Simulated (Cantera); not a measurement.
## Equilibrium for silicon epitaxy and polysilicon growth: SiH2Cl2 + N2 + Cl2

A closed system holds: 1 mol SiH2Cl2, 11 mol N2, 0.048 mol Cl2, equilibrated at 78000 Pa.

These are equilibrium values from Cantera (NASA tables, ideal gas, pure condensed phases), not measurements of a reactor. Candidate condensed phases: NH4Cl, Si, Si3N4; 28 gas species. N2 is the only nitrogen source here; it is nearly inert below about 1500 K, so the nitride shown seldom forms there in practice. The tables' values for SiCl3 are old estimates; treat these amounts as uncertain. Rates play no part.

| T (K) | log p N2 | log p HCl | log p H2 | log p SiCl4 | log p SiCl2 | n Si3N4(s) |
|---|---|---|---|---|---|---|
| 1125 | -0.18 | -1.12 | -1.60 | -1.85 | -5.94 | 0.259 |
| 1175 | -0.18 | -1.11 | -1.61 | -1.87 | -5.39 | 0.261 |
| 1225 | -0.18 | -1.10 | -1.62 | -1.88 | -4.89 | 0.262 |
| 1275 | -0.18 | -1.10 | -1.63 | -1.89 | -4.43 | 0.263 |
| 1325 | -0.18 | -1.09 | -1.64 | -1.91 | -4.00 | 0.264 |
| 1375 | -0.18 | -1.09 | -1.65 | -1.92 | -3.61 | 0.264 |
| 1425 | -0.18 | -1.09 | -1.65 | -1.95 | -3.26 | 0.263 |
| 1475 | -0.18 | -1.09 | -1.65 | -1.98 | -2.93 | 0.261 |
| 1525 | -0.18 | -1.09 | -1.65 | -2.03 | -2.63 | 0.256 |
| 1575 | -0.18 | -1.10 | -1.65 | -2.10 | -2.37 | 0.249 |
| 1625 | -0.18 | -1.11 | -1.63 | -2.21 | -2.14 | 0.237 |
| 1675 | -0.18 | -1.12 | -1.61 | -2.35 | -1.95 | 0.223 |
log p: log10 of the partial pressure in bar; n: condensed amount in mol.

From 1125 K to 1675 K the condensed part is Si3N4(s). The main Si-bearing gas is SiCl4 at 1125 K and SiCl2 at 1675 K.
